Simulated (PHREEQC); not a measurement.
NaOH is added in steps, without added water, to 1 kg of water holding 0.0095 mol K3PO4, at 25 °C. Oxygen is held at 0.21 atm. CO2 from the air is kept out. Nothing may precipitate in this run.

Base run: PHREEQC, ion-association model, phreeqc.dat. Each further column changes one thing. The table gives HPO4-2 (mol/kgw).

| NaOH added (mol) | base | Debye-Hückel limiting law | database wateq4f.dat | metal-ligand complexes left out | all activity coefficients set to 1 |
|---|---|---|---|---|---|
| 0 | 0.00584 | 0.00556 | 0.00596 | 0.00594 | 0.00689 |
| 0.01063 | 0.00361 | 0.00317 | 0.00381 | 0.00367 | 0.00527 |
| 0.02125 | 0.00245 | 0.00200 | 0.00265 | 0.00247 | 0.00422 |
| 0.02656 | 0.00207 | 0.00164 | 0.00227 | 0.00209 | (withheld) |
| 0.03719 | 0.00156 | 0.00117 | 0.00174 | 0.00157 | 0.00322 |
| 0.04781 | 0.00122 | (withheld) | 0.00139 | 0.00123 | 0.00277 |
| 0.05844 | 0.000994 | 0.000682 | 0.00115 | 0.001000 | 0.00243 |
| 0.06375 | 0.000905 | 0.000608 | 0.00105 | 0.000910 | 0.00229 |
| 0.07437 | 0.000762 | 0.000493 | 0.000897 | 0.000766 | 0.00205 |
| 0.085 | 0.000654 | (withheld) | 0.000778 | 0.000657 | (withheld) |

### Question
Fill in the missing entries.

### Answer

- 0.02656, all activity coefficients set to 1: 0.00383
- 0.04781, Debye-Hückel limiting law: 0.000876
- 0.085, Debye-Hückel limiting law: 0.000407
- 0.085, all activity coefficients set to 1: 0.00186

 H3PO4, which wateq4f.dat lacks, is added to it with the constant of phreeqc.dat. phreeqc.dat and wateq4f.dat share most of their constants, so their agreement is no independent check.
